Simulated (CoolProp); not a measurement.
Aqueous methanol as a coolant, at 10 °C, 1 atm.

Computed with CoolProp (Melinder's fits for secondary coolants).

```
mass %  freezing point (°C)  Prandtl number  cp (kJ/(kg K))  viscosity (mPa s)  conductivity (W/(m K))
------  -------------------  --------------  --------------  -----------------  ----------------------
5                      -3.0            11.8           4.239               1.53                   0.551
9.1                    -5.9            13.8           4.226               1.73                   0.529
13.3                   -9.1            15.9           4.186               1.93                   0.507
17.5                  -12.8            18.0           4.131               2.11                   0.485
21.6                  -16.6            19.9           4.071               2.27                   0.465
25.8                  -21.0            21.6           4.006               2.40                   0.444
30                    -25.7            23.1           3.938               2.49                   0.425
34.1                  -30.7            24.1           3.868               2.53                   0.406
38.3                  -36.3            24.8           3.791               2.54                   0.388
42.5                  -42.4            25.1           3.706               2.51                   0.371
46.6                  -48.8            24.9           3.616               2.45                   0.355
50.8                  -55.9            24.4           3.516               2.36                   0.340
```
